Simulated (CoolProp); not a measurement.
Saturation properties of hydrogen sulfide (Tc = 373.1 K, pc = 8.999 MPa, ω = 0.101).

The numbers come from the reference Helmholtz-energy equation of state, Lemmon 2006 in CoolProp. It is a short technical equation, of lower accuracy than the large ones.

| T (K) | p (MPa) | liquid density (kg/m³) | enthalpy of vaporisation (kJ/kg) | liquid cp (kJ/(kg K)) | vapour Z | liquid viscosity (µPa s) |
|---|---|---|---|---|---|---|
| 212.1 | 0.09750 | 950.5 | 547.3 | 1.995 | 0.9775 | 298 |
| 218.8 | 0.1357 | 938.7 | 539.3 | [?] | [?] | 270 |
| 225.5 | [?] | 926.6 | 531.2 | 1.996 | 0.9647 | [?] |
| 232.2 | 0.2467 | 914.4 | 522.7 | 2.000 | 0.9569 | 229 |
| 238.9 | 0.3235 | 901.9 | 514.0 | 2.007 | 0.9481 | 213 |
| 245.6 | 0.4173 | 889.1 | 504.9 | 2.017 | 0.9381 | 200 |
| 252.3 | 0.5305 | 876.1 | 495.4 | 2.030 | 0.9271 | 188 |
| 259 | 0.6654 | 862.7 | 485.5 | 2.047 | 0.9149 | 176 |
| 265.7 | 0.8243 | 848.9 | 475.1 | 2.067 | 0.9015 | 166 |
| 272.4 | 1.010 | 834.7 | 464.1 | 2.092 | 0.8869 | 157 |
| 279 | 1.221 | 820.3 | 452.8 | 2.122 | 0.8713 | 148 |
| 285.7 | 1.467 | 805.1 | 440.6 | 2.158 | 0.8541 | 139 |

Question: Some entries are withheld; supply them.

Answer: 
- 218.8, liquid cp (kJ/(kg K)): 1.994
- 218.8, vapour Z: 0.9716
- 225.5, p (MPa): 0.1848
- 225.5, liquid viscosity (µPa s): 247

It boils at 212.9 K under 1 atm.

Viscosity comes from a separate model (Quiñones-Cisneros 2012).
